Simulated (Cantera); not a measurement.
A perfectly stirred reactor is fed with CO : O₂ : H₂O : N₂ = 0.015 : 0.0032 : 0.028 : 1 (molar parts), equivalence ratio 2.3, at 1050 Torr; it is held at 1025 K, and followed from long to short residence time.

Detailed kinetics in Cantera: GRI-Mech 3.0 (53 species, 325 reactions).

One state of this run: x CO = 0.0108; x O₂ = 0.00146; x H₂O = 0.0264; x H = 3.44e-5; x OH = 5.11e-6. x: mole fraction; the columns are a selection and need not sum to one.

Which value of τ (s) does it belong to?
A. 0.017
B. 0.040
C. 0.0032
D. 1.2

A, 0.017
